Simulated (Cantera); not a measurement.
Feed: 1 mol SiH4, 0.032 mol Cl2, 6.4 mol H2, equilibrated at 0.890 bar.

Equilibrium computed with Cantera from the NASA thermochemical tables; the gas is ideal and each condensed phase is pure. Candidate condensed phases: Si; 19 gas species. The tables' values for SiCl3 are old estimates; treat these amounts as uncertain. Gases not in the tables: Si2H6 and higher silanes. The numbers say what is thermodynamically allowed, not how fast it happens.

x: gas mole fraction; n: condensed amount in mol.

```
T (K)   x H2    x HCl  x SiHCl3   x SiCl4       x H  x SiH2Cl2  n Si(s)  n Si(l)
-----  -----  -------  --------  --------  --------  ---------  -------  -------
923    0.996        ?   0.00112  0.000519  2.59e-10   0.000238    0.984        0
998    0.995        ?  0.000856  0.000375   2.28e-9   0.000210    0.987        0
1073   0.994        ?  0.000530  0.000204   1.48e-8   0.000161    0.992        0
1148   0.993        ?  0.000245   7.51e-5   7.57e-8   0.000100    0.995        0
1223   0.993  0.00685   8.82e-5   1.97e-5   3.18e-7    5.26e-5    0.997        0
1298   0.993  0.00712   2.96e-5   4.71e-6   1.13e-6    2.63e-5    0.998        0
1373   0.993  0.00720   1.05e-5   1.20e-6   3.52e-6    1.35e-5    0.998        0
1448   0.993  0.00722   4.06e-6   3.46e-7   9.73e-6    7.38e-6    0.998        0
1523   0.993  0.00722   1.72e-6   1.11e-7   2.44e-5    4.26e-6    0.998        0
1598   0.993  0.00721   7.84e-7   3.97e-8   5.62e-5    2.58e-6    0.998        0
1673   0.992  0.00720   3.84e-7   1.55e-8  0.000120    1.64e-6    0.998        0
1748   0.992  0.00723   1.81e-7   5.99e-9  0.000241    9.71e-7        0    0.998
```

Q: Complete the blanks.

A: 
- 923, x HCl: 0.00164
- 998, x HCl: 0.00302
- 1073, x HCl: 0.00470
- 1148, x HCl: 0.00611
